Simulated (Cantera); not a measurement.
What does this Cantera script print?

```python
import numpy as np
import cantera as ct

gas_names = [...]  # 113 gases of nasa_gas.yaml made of C, H, O, Ti
cond_names = """
    C(gr) C6H6(L) C7H8(L) C8H18(L),n-octa H2O(s) H2O(L) Ti(a) Ti(b) Ti(L) TiC(s) TiC(L) TiO(a) TiO(b)
    TiO(L) TiO2(ru) TiO2(L) Ti2O3(a) Ti2O3(b) Ti2O3(L) Ti3O5(a) Ti3O5(b) Ti3O5(L) Ti4O7(s) Ti4O7(L)
""".split()


# ... load() reads the species with a 1 bar reference pressure and builds the phases ...
atoms = {
    'Ti(OiPr)4': {'Ti': 1, 'C': 12, 'H': 28, 'O': 4},
    'C3H8': {'C': 3, 'H': 8},
}
top_T = {'C(gr)': 4500}  # K; cautious upper limits of use, not melting points


# ... equilibrate(T, P, feed) seeds the gas with the atoms and calls Mixture.equilibrate('TP', solver="vcs", rtol=1e-11, max_steps=5000) ...
results = []
feed = {'Ti(OiPr)4': 1, 'C3H8': 0.1}  # mol
P = 13332.2  # Pa
for T in [1000, 1100, 1200, 1300, 1400, 1500, 1600, 1700, 1800, 1900, 2000, 2100, 2200]:
    mix = equilibrate(T, P, feed)
    results.append((T, P, feed, dict(zip(mix.species_names, mix.species_moles))))
    x = sorted(zip(gas.X, gas.species_names), reverse=True)
    print(f"T = {T:g} K  P = {P:g} Pa  gas = {mix.phase_moles(0):.4g} mol")
    print("   x: " + "  ".join(f"{s} {v:.3e}" for v, s in x if v > 1e-05))
    print("   condensed (mol): " + ("  ".join(f"{mix.phase(i).name} {mix.phase_moles(i):.4g}"
          for i in range(1, mix.n_phases) if mix.phase_moles(i) > 1e-12) or "none"))
```

Result:

```
T = 1000 K  P = 13332.2 Pa  gas = 16.14 mol
   x: H2 8.676e-01  CO 1.165e-01  CH4 9.581e-03  H2O 5.326e-03  CO2 1.027e-03
   condensed (mol): C(gr) 10.25  TiO2(ru) 1
T = 1100 K  P = 13332.2 Pa  gas = 16.32 mol
   x: H2 8.739e-01  CO 1.210e-01  CH4 3.655e-03  H2O 1.261e-03  CO2 1.722e-04
   condensed (mol): C(gr) 10.26  TiO2(ru) 1
T = 1200 K  P = 13332.2 Pa  gas = 16.62 mol
   x: H2 8.631e-01  CO 1.349e-01  CH4 1.569e-03  H2O 4.028e-04  CO2 4.586e-05
   condensed (mol): C(gr) 10.03  Ti4O7(s) 0.25
T = 1300 K  P = 13332.2 Pa  gas = 16.72 mol
   x: H2 8.597e-01  CO 1.394e-01  CH4 7.748e-04  H2O 1.457e-04  CO2 1.340e-05
   condensed (mol): C(gr) 9.956  Ti3O5(b) 0.3333
T = 1400 K  P = 13332.2 Pa  gas = 18.39 mol
   x: H2 7.822e-01  CO 2.174e-01  CH4 3.523e-04  H2O 8.443e-05  H 1.178e-05  CO2 1.081e-05
   condensed (mol): C(gr) 7.295  TiC(s) 1
T = 1500 K  P = 13332.2 Pa  gas = 18.4 mol
   x: H2 7.823e-01  CO 2.174e-01  CH4 2.097e-04  H 4.264e-05  H2O 3.894e-05
   condensed (mol): C(gr) 7.297  TiC(s) 1
T = 1600 K  P = 13332.2 Pa  gas = 18.4 mol
   x: H2 7.823e-01  CO 2.174e-01  CH4 1.332e-04  H 1.317e-04  C2H2,acetylene 2.152e-05  H2O 1.982e-05
   condensed (mol): C(gr) 7.297  TiC(s) 1
T = 1700 K  P = 13332.2 Pa  gas = 18.4 mol
   x: H2 7.821e-01  CO 2.174e-01  H 3.569e-04  CH4 8.933e-05  C2H2,acetylene 5.741e-05  H2O 1.094e-05
   condensed (mol): C(gr) 7.296  TiC(s) 1
T = 1800 K  P = 13332.2 Pa  gas = 18.41 mol
   x: H2 7.816e-01  CO 2.173e-01  H 8.669e-04  C2H2,acetylene 1.371e-04  CH4 6.267e-05
   condensed (mol): C(gr) 7.294  TiC(s) 1
T = 1900 K  P = 13332.2 Pa  gas = 18.42 mol
   x: H2 7.805e-01  CO 2.172e-01  H 1.920e-03  C2H2,acetylene 2.980e-04  CH4 4.565e-05
   condensed (mol): C(gr) 7.288  TiC(s) 1
T = 2000 K  P = 13332.2 Pa  gas = 18.44 mol
   x: H2 7.785e-01  CO 2.170e-01  H 3.930e-03  C2H2,acetylene 5.980e-04  CH4 3.429e-05
   condensed (mol): C(gr) 7.277  TiC(s) 1
T = 2100 K  P = 13332.2 Pa  gas = 18.47 mol
   x: H2 7.748e-01  CO 2.166e-01  H 7.511e-03  C2H2,acetylene 1.119e-03  CH4 2.640e-05
   condensed (mol): C(gr) 7.258  TiC(s) 1
T = 2200 K  P = 13332.2 Pa  gas = 18.52 mol
   x: H2 7.685e-01  CO 2.159e-01  H 1.352e-02  C2H2,acetylene 1.969e-03  CH4 2.070e-05
   condensed (mol): C(gr) 7.226  TiC(s) 1
```

Method: chemical equilibrium by Gibbs-energy minimisation in Cantera with the NASA 1993 tables (ideal gas, pure condensed phases). The feed counts by its element totals alone. TiC: taken at fixed stoichiometry. Condensed phases not in the tables: Magnéli phases beyond Ti4O7.
